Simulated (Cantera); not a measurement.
## Silicon nitride deposition: SiCl4 + NH3 + N2

Charge: 1 mol SiCl4, 14 mol NH3, 32 mol N2.

These are equilibrium values from Cantera (NASA tables, ideal gas, pure condensed phases), not measurements of a reactor. Candidate condensed phases: NH4Cl, Si, Si3N4; 28 gas species. The tables' values for SiCl3 are old estimates. Equilibrium is a limit: real reactors are often held back by kinetics, nucleation or transport.

Stable condensed phases:

```
T in °C \ P in Pa
              5     13     36     98    260    710   1900   5100  14000  37000 100000
   1777       A      A      A      A      A      A      A      B      B      B      C
   1727       A      A      A      A      A      A      B      B      B      C      C
   1677       A      A      A      A      A      A      B      B      C      C      C
   1627       A      A      A      A      A      B      B      B      C      C      C
   1577       A      A      A      A      A      B      B      C      C      C      C
   1527       A      A      A      A      B      B      C      C      C      C      C
   1477       A      A      A      B      B      C      C      C      C      C      C
   1427       A      A      A      B      C      C      C      C      C      C      C
   1377       A      A      B      B      C      C      C      C      C      C      C
```

A: gas only; B: Si; C: Si3N4.
